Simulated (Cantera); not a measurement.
A Cantera script and what it prints.

```python
import numpy as np
import cantera as ct

gas_names = """
    AL ALCL ALCL2 ALCL3 ALH AL2 AL2CL6 CL CL2 H HCL H2
""".split()
cond_names = """
    AL(cr) AL(L) ALCL3(s) ALCL3(L)
""".split()


# ... load() reads the species with a 1 bar reference pressure and builds the phases ...
atoms = {
    'Al': {'AL': 1},
    'HCl': {'H': 1, 'CL': 1},
    'H2': {'H': 2},
}
top_T = {}  # K; cautious upper limits of use, not melting points


# ... equilibrate(T, P, feed) seeds the gas with the atoms and calls Mixture.equilibrate('TP', solver="vcs", rtol=1e-11, max_steps=5000) ...
results = []
feed = {'Al': 1, 'HCl': 1.6, 'H2': 10}  # mol
P = 100000  # Pa
for T in [550, 650, 750, 850, 950, 1050, 1150]:
    mix = equilibrate(T, P, feed)
    results.append((T, P, feed, dict(zip(mix.species_names, mix.species_moles))))
    x = sorted(zip(gas.X, gas.species_names), reverse=True)
    print(f"T = {T:g} K  P = {P:g} Pa  gas = {mix.phase_moles(0):.4g} mol")
    print("   x: " + "  ".join(f"{s} {v:.3e}" for v, s in x if v > 1e-06))
    print("   condensed (mol): " + ("  ".join(f"{mix.phase(i).name} {mix.phase_moles(i):.4g}"
          for i in range(1, mix.n_phases) if mix.phase_moles(i) > 1e-12) or "none"))
```

Result:

```
T = 550 K  P = 100000 Pa  gas = 11.07 mol
   x: H2 9.752e-01  AL2CL6 2.340e-02  ALCL3 1.353e-03
   condensed (mol): AL(cr) 0.4667
T = 650 K  P = 100000 Pa  gas = 11.12 mol
   x: H2 9.713e-01  AL2CL6 1.923e-02  ALCL3 9.509e-03
   condensed (mol): AL(cr) 0.4667
T = 750 K  P = 100000 Pa  gas = 11.23 mol
   x: H2 9.617e-01  ALCL3 2.900e-02  AL2CL6 9.242e-03  ALCL2 8.742e-06  ALCL 6.784e-06
   condensed (mol): AL(cr) 0.4666
T = 850 K  P = 100000 Pa  gas = 11.31 mol
   x: H2 9.549e-01  ALCL3 4.276e-02  AL2CL6 2.151e-03  ALCL 1.071e-04  ALCL2 8.434e-05  HCL 3.597e-06
   condensed (mol): AL(cr) 0.4656
T = 950 K  P = 100000 Pa  gas = 11.34 mol
   x: H2 9.527e-01  ALCL3 4.562e-02  ALCL 8.453e-04  AL2CL6 4.300e-04  ALCL2 4.215e-04  HCL 1.678e-05
   condensed (mol): AL(L) 0.4587
T = 1050 K  P = 100000 Pa  gas = 11.37 mol
   x: H2 9.500e-01  ALCL3 4.442e-02  ALCL 4.019e-03  ALCL2 1.404e-03  AL2CL6 1.018e-04  HCL 5.895e-05
   condensed (mol): AL(L) 0.4311
T = 1150 K  P = 100000 Pa  gas = 11.45 mol
   x: H2 9.429e-01  ALCL3 3.945e-02  ALCL 1.396e-02  ALCL2 3.532e-03  HCL 1.607e-04  AL2CL6 2.594e-05
   condensed (mol): AL(L) 0.3472
```

Method: chemical equilibrium by Gibbs-energy minimisation in Cantera with the NASA 1993 tables (ideal gas, pure condensed phases). The tables' values for AlCl2 are old estimates; treat these amounts as uncertain.
